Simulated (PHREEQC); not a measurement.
Solution A (67 mmol/kgw HF, 0.6 mmol/kgw (NH4)2SiF6, 33 mmol/kgw H3BO3 and 1.2 mmol/kgw H2SO4) is mixed with solution B (0.0016 mol H3PO4, 0.0015 mol Na2SO4 and 0.14 mol NaCl per kg of water) at 25 °C; shares are by mass of water, 1 kg in all. O2 is buffered at 0.21 atm. No CO2 enters from the air. The run lets SiO2(a), Halite precipitate or redissolve, and no other solid.

Equilibrium calculation in PHREEQC: ion-association model, phreeqc.dat.

```
share of solution B          pH  H2PO4- (mol/kgw)  SiF6-2 (mol/kgw)  BF4- (mol/kgw)  H3BO3 (mol/kgw)
-------------------  ----------  ----------------  ----------------  --------------  ---------------
0                          1.79                 0          0.000503          0.0146           0.0167
0.1                  (withheld)           5.77e-5          0.000460          0.0130           0.0151
0.2                        1.90          0.000127          0.000414          0.0115           0.0135
0.3                        1.96          0.000209          0.000367         0.00990           0.0119
0.4                        2.03          0.000305        (withheld)         0.00834           0.0103
0.5                        2.10          0.000419          0.000266         0.00680          0.00865
0.6                        2.19        (withheld)          0.000214         0.00526          0.00705
0.7                        2.30          0.000714          0.000161         0.00375          0.00545
0.8                        2.43          0.000904          0.000107      (withheld)          0.00385
0.9                        2.60           0.00113           5.01e-5        0.000833          0.00222
1                          2.95           0.00143                 0               0                0
```

Question: Complete the blanks.

Answer: 
- 0.1, pH: 1.85
- 0.4, SiF6-2 (mol/kgw): 0.000317
- 0.6, H2PO4- (mol/kgw): 0.000554
- 0.8, BF4- (mol/kgw): 0.00226

SiF6-2 is the database's only silicon fluoride. Real BF4- forms and hydrolyses slowly; the run takes it at equilibrium.
